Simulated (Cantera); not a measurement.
A closed system holds: 1 mol HMDSO, 14 mol H2O, 26 mol H2, held at 1448 K and 2.20 mbar.

Equilibrium computed with Cantera from the NASA thermochemical tables; the gas is ideal and each condensed phase is pure. Candidate condensed phases: C, C6H6, C7H8, C8H18, H2O, Si, SiC, SiO2; 123 gas species. The feed counts by its element totals alone. The tables hold silica as quartz up to 1696 K and as liquid above; real silica turns to tridymite and cristobalite and melts near 1996 K. Equilibrium is a limit: real reactors are often held back by kinetics, nucleation or transport.

Base state: H2 0.805, CO 0.104, H2O 0.0862, CO2 0.00472, H 0.000176 (mole fractions); condensed: SiO2(β-quartz).

**Question.** What changes in the equilibrium state with this change: temperature from 1448 K to 1823 K?

**Answer.** 
| species | before | after |
|---|---|---|
| H2 | 0.805 | 0.774 |
| CO | 0.104 | 0.104 |
| H2O | 0.0862 | 0.0982 |
| SiO | 1.53e-6 | 0.0122 |
| OH | 4.49e-7 | 7.18e-5 |
| H | 0.000176 | 0.00813 |
| CO2 | 0.00472 | 0.00337 |
| SiO2(β-quartz), mol | 2.00 | 0 |
| SiO2(condensed), mol | 0 | 1.32 |

**Question.** What changes in the equilibrium state with this change: temperature from 1448 K to 650 K?

**Answer.** 
```
species                before   after
-------------------  --------  ------
H2                      0.805   0.793
H2O                    0.0862   0.102
CO2                   0.00472  0.0460
CO                      0.104  0.0229
CH4                     <1e-9  0.0360
H                    0.000176   <1e-9
SiO2(β-quartz), mol      2.00       0
C(graphite), mol            0   0.682
SiO2(α-quartz), mol         0    2.00
```
